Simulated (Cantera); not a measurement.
Charge: 1 mol Al, 1.1 mol N2O, 1.2 mol H2, at 875 K and 0.133 bar.

These are equilibrium values from Cantera (NASA tables, ideal gas, pure condensed phases), not measurements of a reactor. Candidate condensed phases: Al, AlN, Al2O3, H2O; 35 gas species. Rates play no part.

Base state: H2 0.554, N2 0.446, NH3 5.47e-5 (mole fractions); condensed: AlN(s) + Al2O3(s).

Question: What changes in the equilibrium state with this change: temperature from 875 K to 2200 K?

Answer: 
```csv
species,before,after
H2,0.554,0.500
N2,0.446,0.438
Al2O,<1e-9,0.0303
Al,<1e-9,0.0199
H,<1e-9,0.0109
AlH,<1e-9,0.000964
AlOH,<1e-9,0.000176
H2O,2.18e-8,4.87e-5
"AlN(s), mol",0.267,0.121
"Al2O3(s), mol",0.367,0.343
```
Mutual solubility and eutectic melting of coexisting phases are not modelled. The tables' values for AlOH are old estimates; treat these amounts as uncertain. Condensed phases not in the tables: aluminium oxynitride.

Question: What changes in the equilibrium state with this change: temperature from 875 K to 1975 K?

Answer: 
| species | before | after |
|---|---|---|
| H2 | 0.554 | 0.551 |
| N2 | 0.446 | 0.445 |
| H | <1e-9 | 0.00278 |
| Al | <1e-9 | 0.000391 |
| Al2O | <1e-9 | 0.000209 |
| AlH | <1e-9 | 3.13e-5 |
| AlOH | <1e-9 | 1.09e-5 |
| H2O | 2.18e-8 | 3.10e-5 |
| NH3 | 5.47e-5 | 7.63e-7 |
| AlN(s), mol | 0.267 | 0.265 |
| Al2O3(s), mol | 0.367 | 0.366 |
Mutual solubility and eutectic melting of coexisting phases are not modelled. The tables' values for AlOH are old estimates; treat these amounts as uncertain. Condensed phases not in the tables: aluminium oxynitride.
